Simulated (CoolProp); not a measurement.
Values from CoolProp's reference Helmholtz-energy equation of state, Platzer 1990. This equation is an older, rougher fit; its heat capacities, sound speeds and derivatives of the liquid may be far off and weren't checked against measurements.

Question: Give the vapour pressure (kPa), enthalpy of vaporisation (kJ/kg), surface tension (mN/m) of saturated R21 at 275.7, 291.4 K.

Answer: 
```tsv
T (K)	p (kPa)	enthalpy of vaporisation (kJ/kg)	surface tension (mN/m)
275.7	78.8	243	21.1
291.4	144	234	18.8
```

Surface tension comes from a separate correlation (Mulero 2012).
